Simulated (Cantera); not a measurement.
A Cantera script and its output.

```python
import numpy as np
import cantera as ct

gas = ct.Solution("gri30.yaml")
gas.TPX = 1425, 170000, {'CO': 0.023, 'O2': 0.038, 'H2O': 0.0081, 'N2': 1, 'CH4': 0.016}
reactor = ct.IdealGasConstPressureReactor(gas, energy="off", clone=False)
net = ct.ReactorNet([reactor])
net.rtol, net.atol = 1e-08, 1e-18
show = ['CO', 'O2', 'H2O', 'O', 'H2O2', 'OH', 'NO']
times = np.geomspace(2e-05, 40, 15)

steps = ct.SolutionArray(gas, extra=["t"])
rows = []
print(f"{'t/s':>10s}{'T/K':>9s}{'P/Pa':>11s}" + "".join(f"{s:>11s}" for s in show))
for t in times:
    while net.time < t:
        t_next = net.step()
        steps.append(gas.state, t=t_next)
    rows.append([np.interp(t, steps.t, y) for y in (steps.T, steps.P, *steps(*show).X.T)])
    print(f"{t:10.3e}{rows[-1][0]:9.1f}{rows[-1][1]:11.4g}" + "".join(f"{x:11.3e}" for x in rows[-1][2:]))
rate = np.gradient(steps.T, steps.t)
print("integrator steps:", len(steps.t))
if steps.T.max() > steps.T[0] + 200:
    print(f"time of steepest temperature rise: {steps.t[rate.argmax()]:.4e} s")
gas.TPX = 1425, 170000, {'CO': 0.023, 'O2': 0.038, 'H2O': 0.0081, 'N2': 1, 'CH4': 0.016}
gas.equilibrate("TP")
print(f"equilibrium (TP): T = {gas.T:.1f} K  " + "  ".join(f"{s} {gas[s].X[0]:.3e}" for s in show))
```

It prints:

```
       t/s      T/K       P/Pa         CO         O2        H2O          O       H2O2         OH         NO
 2.000e-05   1425.0    1.7e+05  2.120e-02  3.502e-02  7.465e-03  3.417e-09  1.530e-10  3.517e-09  4.218e-16
 5.638e-05   1425.0    1.7e+05  2.120e-02  3.502e-02  7.465e-03  3.852e-09  4.710e-10  4.931e-09  1.425e-15
 1.589e-04   1425.0    1.7e+05  2.120e-02  3.502e-02  7.465e-03  5.119e-09  8.505e-10  8.334e-09  4.935e-15
 4.480e-04   1425.0    1.7e+05  2.119e-02  3.502e-02  7.468e-03  9.354e-09  1.012e-09  1.820e-08  2.096e-14
 1.263e-03   1425.0    1.7e+05  2.119e-02  3.500e-02  7.486e-03  2.374e-08  1.668e-09  5.084e-08  1.280e-13
 3.560e-03   1425.0    1.7e+05  2.118e-02  3.487e-02  7.625e-03  5.907e-08  6.633e-09  1.307e-07  9.404e-13
 1.003e-02   1425.0    1.7e+05  2.187e-02  3.220e-02  1.064e-02  1.219e-06  1.354e-07  2.569e-06  9.029e-11
 2.828e-02   1425.0    1.7e+05  6.763e-03  9.755e-07  3.371e-02  1.507e-07  7.427e-10  1.109e-05  6.890e-06
 7.973e-02   1425.0    1.7e+05  6.773e-03  4.495e-08  3.373e-02  6.248e-09  3.324e-11  2.265e-06  6.723e-06
 2.247e-01   1425.0    1.7e+05  6.775e-03  3.755e-09  3.373e-02  4.731e-10  2.546e-12  6.229e-07  6.446e-06
 6.335e-01   1425.0    1.7e+05  6.775e-03  4.142e-10  3.374e-02  5.568e-11  2.970e-13  2.125e-07  6.097e-06
 1.786e+00   1425.0    1.7e+05  6.775e-03  7.810e-11  3.374e-02  1.467e-11  7.702e-14  1.082e-07  5.653e-06
 5.034e+00   1425.0    1.7e+05  6.774e-03  4.679e-11  3.374e-02  1.015e-11  5.336e-14  9.006e-08  4.886e-06
 1.419e+01   1425.0    1.7e+05  6.773e-03  3.778e-11  3.374e-02  8.184e-12  4.347e-14  8.128e-08  3.536e-06
 4.000e+01   1425.0    1.7e+05  6.771e-03  2.928e-11  3.374e-02  6.295e-12  3.378e-14  7.164e-08  2.001e-06
integrator steps: 3206
equilibrium (TP): T = 1425.0 K  CO 6.772e-03  O2 2.513e-11  H2O 3.374e-02  O 5.370e-12  H2O2 2.902e-14  OH 6.641e-08  NO 9.917e-09
```

Model: GRI-Mech 3.0 (53 species, 325 reactions), integrated in Cantera. The temperature is held fixed by assumption; the heat of reaction is taken as removed at once.
